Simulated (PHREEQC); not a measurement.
Make-up at 25 °C: 0.0052 mol Na2B4O7 and 0.97 mol MgCl2 per kg of water. Closed to the air; pH follows from the charge balance.

Equilibrium calculation in PHREEQC: Pitzer model, pitzer.dat.

No solid was allowed to form.

### Question
Order these B species by the share of B that they hold, largest first: B(OH)3, B3O3(OH)4-, MgB(OH)4+, B(OH)4-.

### Answer
B(OH)3 (50 %), MgB(OH)4+ (31 %), B(OH)4- (18 %), B3O3(OH)4- (0.36 %)

The pH is 7.82 and the ionic strength 2.91 mol/kgw. In brines, pH and single-ion activities rest on the MacInnes convention.
